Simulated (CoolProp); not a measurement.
Vapour-liquid equilibrium of ethane (1) + propane (2) at -64.95 °C; x and y are mole fractions of (1).

The numbers come from the multi-fluid Helmholtz-energy mixture model, Bücker 2006 and Lemmon 2009; pair parameters Kunz 2012 in CoolProp.

| x | bubble pressure (bar) | y at the bubble point | dew pressure at overall composition x (bar) | liquid density (mol/L) |
|---|---|---|---|---|
| 0.05 | 0.4556 | 0.315 | 0.3416 | 13.90 |
| 0.15 | 0.7109 | 0.602 | 0.3773 | 14.21 |
| 0.25 | 0.9662 | 0.738 | 0.4212 | 14.52 |
| 0.35 | 1.226 | 0.818 | 0.4765 | 14.84 |
| 0.45 | 1.493 | 0.872 | 0.5485 | 15.16 |
| 0.55 | 1.769 | 0.911 | 0.6459 | 15.49 |
| 0.65 | 2.055 | 0.940 | 0.7849 | 15.83 |
| 0.75 | 2.348 | 0.963 | 0.9987 | 16.18 |
| 0.85 | 2.647 | 0.980 | 1.370 | 16.53 |
| 0.95 | 2.949 | 0.994 | 2.174 | 16.88 |

No azeotrope shows between x = 0.05 and 0.95.

The pair parameters rest on a limited set of measurements; away from them the model extrapolates.
